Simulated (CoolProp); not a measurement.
Propylene glycol along the isotherm 620 K: density (kg/m³) from the reference equation and from simpler models built on Tc = 674.0 K, pc = 72.92 bar, ω = 0.327; each cubic takes its own stable root.

Model: reference Helmholtz-energy equation of state, Eisenbach 2021, in CoolProp.

| p (bar) | phase | reference | van der Waals | Redlich-Kwong | Soave-Redlich-Kwong | Peng-Robinson |
|---|---|---|---|---|---|---|
| 45.6 | liquid | 675.4 | 97.90 | 558.9 | 601.9 | 680.9 |
| 91.1 | liquid | 697.0 | 471.1 | 619.2 | 646.9 | (withheld) |
| 137 | liquid | 714.0 | 501.6 | (withheld) | 677.8 | (withheld) |
| 182 | liquid | 727.9 | 522.0 | 683.0 | 701.4 | 787.6 |
| 228 | liquid | 740.2 | (withheld) | 705.2 | 721.2 | 809.0 |
| 273 | liquid | 750.9 | 550.8 | 723.4 | 737.8 | 826.9 |
| 319 | liquid | 760.7 | 561.9 | (withheld) | 752.6 | 842.8 |
| 365 | liquid | 769.6 | 571.4 | 753.8 | 765.7 | 857.0 |

Q: Some entries are withheld; supply them.

A: 
- 91.1, Peng-Robinson: 728.8
- 137, Redlich-Kwong: 656.1
- 137, Peng-Robinson: 762.2
- 228, van der Waals: 538.0
- 319, Redlich-Kwong: 739.5

At some of these states van der Waals gives the other phase, because its saturation line lies elsewhere.
